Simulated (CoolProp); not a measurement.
Vapour-liquid equilibrium of R134a (1) + R152A (2) at -47.95 °C; x and y are mole fractions of (1).

Computed with CoolProp (multi-fluid Helmholtz-energy mixture model, Tillner-Roth 1994 and Outcalt 1996; pair parameters Lemmon 2004).

Problem. Give the bubble pressure and the first vapour's composition at x = 0.125, 0.5, 0.575. Is there an azeotrope?

Solution. x = 0.125: 30.28 kPa, y = 0.114; x = 0.5: 30.12 kPa, y = 0.519; x = 0.575: 30.36 kPa, y = 0.602. y crosses x between x = 0.275 and 0.35: the model has an azeotrope there.

The pair parameters rest on a limited set of measurements; away from them the model extrapolates.
